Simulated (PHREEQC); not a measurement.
Model water analysis in mg/L, 25 °C, pH 3.59, pe 8.8:

```tsv
constituent	mg/L
Na	134
K	416
Ca	517
Mg	24
Cl	600
S(6) as SO4	2490
Zn	4.37
Si as SiO2	18.8
Mn(2)	70
Fe(3)	563
```

Valence states are taken as typed.

The numbers come from PHREEQC with the ion-association model, phreeqc.dat.

Precipitation was switched off in this run.

Problem. Predict the ionic strength, charge-balance error.

Solution. ionic strength 0.0962 mol/kgw; charge-balance error -0.3 %.

Problem. In which forms is Mg present?

Solution. Mg+2 62 %, MgSO4 38 % of the Mg.

The solution is supersaturated, for example in Jarosite-K, Fe(OH)3(a), so a real one may precipitate; this is no full list. Complexes and solids missing from the database can't appear.
